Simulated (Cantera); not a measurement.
Feed: 1 mol HF, 3.9 mol O2, 0.69 mol H2O, held at 2875 K and 133 Pa.

These are equilibrium values from Cantera (NASA tables, ideal gas, pure condensed phases), not measurements of a reactor. Kinetics and transport are ignored.

```csv
species,before,after
O,0.636,0.581
O2,0.103,0.153
H,0.139,0.129
HF,0.0783,0.0924
F,0.0230,0.0151
OH,0.0170,0.0237
H2O,0.000938,0.00217
H2,0.00231,0.00331
```
Gas species are given as mole fractions.

Problem. Name the change that produced these shifts.
A) temperature from 2875 K to 2800 K
B) H2O from 0.69 to 2.8 mol
C) temperature from 2875 K to 3025 K
D) O2 from 3.9 to 0.056 mol

Solution. A, temperature from 2875 K to 2800 K
